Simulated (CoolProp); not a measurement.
Properties of CH2F2 (R32) at several states.

Model: reference Helmholtz-energy equation of state, Tillner-Roth 1997, in CoolProp.

```tsv
T (°C)	p (MPa)	phase	Z	cp (kJ/(kg K))	cv (kJ/(kg K))	isothermal compressibility (1/MPa)
140.55	0.345	gas	0.9872	1.027	0.8557	2.936
136.75	2.81	gas	0.8882	1.185	0.9006	0.4023
36.05	0.444	gas	0.9513	0.9296	0.7234	2.371
-26.15	0.0114	gas	0.9971	0.7628	0.6002	87.97
122.45	12.4	supercritical	0.4095	3.223	1.085	0.1082
-22.05	0.556	liquid	0.01229	1.653	0.9334	0.002353
```
